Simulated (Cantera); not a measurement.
## Equilibrium for silicon epitaxy and polysilicon growth: SiHCl3 + H2

Input: 1 mol SiHCl3, 250 mol H2, held at 1 atm.

These are equilibrium values from Cantera (NASA tables, ideal gas, pure condensed phases), not measurements of a reactor. Candidate condensed phases: Si; 19 gas species. The tables' values for SiCl3 are old estimates; treat these amounts as uncertain. Gases not in the tables: Si2H6 and higher silanes. Equilibrium is a limit: real reactors are often held back by kinetics, nucleation or transport.

```
T (K)   x H2     x HCl  x SiHCl3   x SiCl4   x SiCl2  x SiH2Cl2       x H  n Si(s)  n Si(l)
-----  -----  --------  --------  --------  --------  ---------  --------  -------  -------
825    0.996  0.000637   0.00209   0.00108   4.51e-7   0.000341  7.86e-12    0.113        0
925    0.995   0.00189   0.00183  0.000955   5.17e-6   0.000344  2.58e-10    0.206        0
1025   0.993   0.00425   0.00138  0.000687   3.25e-5   0.000307   4.31e-9    0.383        0
1125   0.991   0.00738  0.000779  0.000334  0.000117   0.000223   4.39e-8    0.616        0
1225   0.989   0.00981  0.000285   9.06e-5  0.000237   0.000120   3.08e-7    0.799        0
1325   0.989    0.0108   7.82e-5   1.66e-5  0.000321    5.28e-5   1.62e-6    0.871        0
1425   0.989    0.0110   2.17e-5   3.08e-6  0.000369    2.33e-5   6.74e-6    0.889        0
1525   0.989    0.0110   6.82e-6   6.73e-7  0.000402    1.11e-5   2.34e-5    0.889        0
1625   0.988    0.0110   2.45e-6   1.75e-7  0.000429    5.79e-6   6.97e-5    0.885        0
1725   0.988    0.0110   9.32e-7   5.02e-8  0.000424    3.05e-6  0.000183        0    0.885
```
x: gas mole fraction; n: condensed amount in mol.

From 825 K to 1625 K the condensed part is Si(s). At 1725 K the condensed part is Si(l). The main Si-bearing gas is SiHCl3 at 825 K and SiCl2 at 1725 K.
